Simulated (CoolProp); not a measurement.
The fluid at 768.2 K and 11.4 MPa is compressed adiabatically to 56.6 MPa with isentropic efficiency 0.75. The same conditions are run with several fluids, on thermodynamics alone (safety and materials aside).

Values from CoolProp's reference Helmholtz-energy equation of state of each fluid (carbon dioxide: Span 1996; nitrogen: Span 2000; dry air: Lemmon 2000; oxygen: Schmidt 1985). Blends and air are pseudo-pure fits.

Rank carbon dioxide, nitrogen, dry air, oxygen by work (kJ/kg), highest first.

nitrogen (668), dry air (640), oxygen (564), carbon dioxide (380)

| fluid | final temperature (K) | final density (kg/m³) |
|---|---|---|
| carbon dioxide | 1077.7 | 241 |
| nitrogen | 1296.5 | 127 |
| dry air | 1289.6 | 133 |
| oxygen | 1259.5 | 153 |

Above 300 K oxygen's equation is extrapolated.
